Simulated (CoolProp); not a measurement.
Saturation properties of fluoroethane (R161) (Tc = 375.2 K, pc = 5.010 MPa, ω = 0.216).

The numbers come from the reference Helmholtz-energy equation of state, Wu 2012 in CoolProp.

| T (K) | p (MPa) | vapour Z | surface tension (mN/m) |
|---|---|---|---|
| 261.6 | 0.2929 | 0.9265 | 14.3 |
| 267.6 | 0.3622 | 0.9145 | 13.5 |
| 273.6 | 0.4433 | 0.9014 | 12.6 |
| 279.6 | 0.5374 | 0.8870 | ___ |
| 285.6 | 0.6458 | 0.8715 | 11.0 |
| 291.5 | ___ | 0.8550 | ___ |
| 297.5 | 0.9082 | ___ | 9.37 |
| 303.5 | ___ | 0.8175 | 8.57 |
| 309.5 | 1.245 | 0.7965 | 7.78 |
| 315.5 | ___ | 0.7740 | 7.00 |
| 321.5 | 1.667 | 0.7498 | 6.22 |
| 327.4 | 1.908 | 0.7241 | 5.47 |
| 333.4 | ___ | 0.6959 | 4.71 |

**Question.** What belongs in the gaps?

**Answer.** 
- 279.6, surface tension (mN/m): 11.8
- 291.5, p (MPa): 0.7676
- 291.5, surface tension (mN/m): 10.2
- 297.5, vapour Z: 0.8369
- 303.5, p (MPa): 1.067
- 315.5, p (MPa): 1.445
- 333.4, p (MPa): 2.180

It boils at 235.6 K under 1 atm.

Surface tension comes from a separate correlation (Mulero 2012).
